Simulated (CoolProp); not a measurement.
CF4 (R14) along the isobar 4.73 MPa: Z from the reference equation and from simpler models built on Tc = -45.8 °C, pc = 3.762 MPa, ω = 0.178; each cubic takes its own stable root.

Model: reference Helmholtz-energy equation of state, Platzer 1990, in CoolProp. This equation is an older, rougher fit; its heat capacities, sound speeds and derivatives of the liquid may be far off and weren't checked against measurements.

| T (°C) | phase | reference | van der Waals | Redlich-Kwong | Soave-Redlich-Kwong | Peng-Robinson |
|---|---|---|---|---|---|---|
| -119.15 | liquid | 0.2065 | 0.3077 | 0.2143 | 0.2100 | 0.1860 |
| -109.45 | liquid | 0.2009 | 0.2983 | 0.2096 | 0.2049 | 0.1814 |
| -99.65 | liquid | 0.1967 | 0.2910 | 0.2068 | 0.2018 | 0.1786 |
| -89.85 | liquid | 0.1941 | 0.2861 | 0.2060 | 0.2008 | 0.1777 |
| -80.05 | liquid | 0.1932 | 0.2837 | 0.2077 | 0.2023 | 0.1791 |
| -70.25 | liquid | 0.1946 | 0.2844 | 0.2127 | 0.2073 | 0.1839 |
| -60.55 | liquid | 0.1994 | 0.2893 | 0.2227 | 0.2178 | 0.1938 |
| -50.75 | liquid | 0.2119 | 0.3016 | 0.2430 | 0.2400 | 0.2152 |
| -40.95 | supercritical | 0.2606 | 0.3320 | 0.2969 | 0.3059 | 0.2807 |
| -31.15 | supercritical | 0.4997 | 0.4427 | 0.4832 | 0.5166 | 0.4872 |
| -21.35 | supercritical | 0.6189 | 0.5760 | 0.5994 | 0.6298 | 0.5986 |
| -11.65 | supercritical | 0.6892 | 0.6486 | 0.6686 | 0.6993 | 0.6682 |
| -1.85 | supercritical | 0.7397 | 0.6992 | 0.7188 | 0.7503 | 0.7197 |
| 7.95 | supercritical | 0.7785 | 0.7377 | 0.7576 | 0.7898 | 0.7600 |
| 17.75 | supercritical | 0.8096 | 0.7686 | 0.7888 | 0.8216 | 0.7926 |
| 27.55 | supercritical | 0.8352 | 0.7940 | 0.8145 | 0.8478 | 0.8197 |
